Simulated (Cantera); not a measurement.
Feed: 1 mol SiO2, a varied amount of Al2O3, 0.54 mol N2, held at 1300 K and 82.5 Torr.

These are equilibrium values from Cantera (NASA tables, ideal gas, pure condensed phases), not measurements of a reactor. Candidate condensed phases: Al, AlN, Al2O3, Al2SiO5, Al6Si2O13, Si, SiO2, Si2N2O, Si3N4; 23 gas species. Mutual solubility and eutectic melting of coexisting phases are not modelled. The tables hold silica as quartz up to 1696 K and as liquid above; real silica turns to tridymite and cristobalite and melts near 1996 K. Condensed phases not in the tables: alloys, solid solutions and most ternary compounds. Kinetics and transport are ignored.

x: gas mole fraction; n: condensed amount in mol.

```csv
n(Al2O3) (mol),x N2,n Al6Si2O13(mullite),n SiO2(β-quartz),n Al2O3(s)
0.21,1.00,___,0.860,0
0.26,1.00,___,0.827,0
0.32,1.00,___,0.787,0
0.39,1.00,___,0.740,0
0.48,1.00,___,0.680,0
0.58,1.00,___,0.613,0
0.72,1.00,___,0.520,0
0.88,1.00,___,0.413,0
1.1,1.00,___,0.267,0
1.3,1.00,___,0.133,0
1.6,1.00,0.500,0,0.100
2,1.00,0.500,0,0.500
```

**Question.** What belongs in the gaps?

**Answer.** 
- 0.21, n Al6Si2O13(mullite): 0.0700
- 0.26, n Al6Si2O13(mullite): 0.0867
- 0.32, n Al6Si2O13(mullite): 0.107
- 0.39, n Al6Si2O13(mullite): 0.130
- 0.48, n Al6Si2O13(mullite): 0.160
- 0.58, n Al6Si2O13(mullite): 0.193
- 0.72, n Al6Si2O13(mullite): 0.240
- 0.88, n Al6Si2O13(mullite): 0.293
- 1.1, n Al6Si2O13(mullite): 0.367
- 1.3, n Al6Si2O13(mullite): 0.433
